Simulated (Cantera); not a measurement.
An isothermal plug-flow reactor at 825 K and 0.870 bar (inlet), inlet velocity 0.62 m/s, active area per volume 130 1/m; feed 2.07 % CO, 1.97 % O2, 86.2 % N2, 9.72 % H2O.

Computed with Cantera and Deutschmann's 1995 Pt surface mechanism with GRI-Mech 3.0 gas chemistry. Catalytic surfaces can have several steady states; this one follows from the mechanism file's or the stated starting coverage. Mass transfer to the wall is taken as infinitely fast.

One state of this run: x CO = 2.64e-9; x O2 = 0.00938; x H2O = 0.0982; x CO2 = 0.0210; θ free Pt = 0.115; θ O* = 0.876; θ OH* = 0.00872; θ CO* = 2.69e-9. x: gas mole fraction; θ: surface coverage.

Which value of z (m) does it belong to?
A. 0.019
B. 0.0099
C. 0.00071
D. 0.0051

A, 0.019
